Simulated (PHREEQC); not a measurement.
A solution holds 1.4 mmol/kgw SrCl2, 6.5 mmol/kgw CO2 and 33 mmol/kgw NaCl, at 25 °C. Closed to the air; pH follows from the charge balance.

The numbers come from PHREEQC with the ion-association model, wateq4f.dat.

Precipitation was switched off in this run.

### Question
What pH does the model give?

### Answer
pH 4.26.
